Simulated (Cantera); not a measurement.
Feed: 1 mol CsCl, 0.087 mol H2O, 1.8 mol N2, 2.3 mol H2, equilibrated at 902 °C and 42.0 Pa.

Cantera equilibrium calculation (NASA polynomials, part measured and part estimated; ideal gas, pure solids and liquids). Candidate condensed phases: Cs, CsCl, CsOH, H2O, NH4Cl; 37 gas species. Rates play no part.

Base state: H2 0.443, N2 0.347, CsCl 0.192, H2O 0.0168, Cs2Cl2 0.000487, HCl 0.000296, Cs 0.000273, CsOH 2.27e-5 (mole fractions); condensed: gas only.

**Question.** What changes in the equilibrium state with this change: temperature from 902 °C to 1725 °C?

**Answer.** 
```
species    before     after
-------  --------  --------
H2          0.443     0.388
N2          0.347     0.333
CsCl        0.192     0.156
H         3.98e-6    0.0488
Cs       0.000273    0.0285
HCl      0.000296    0.0262
H2O        0.0168    0.0158
Cl        2.32e-9   0.00245
OH        1.05e-9  0.000198
O           <1e-9   1.81e-5
Cs2Cl2   0.000487   2.38e-7
CsOH      2.27e-5   6.99e-5
```
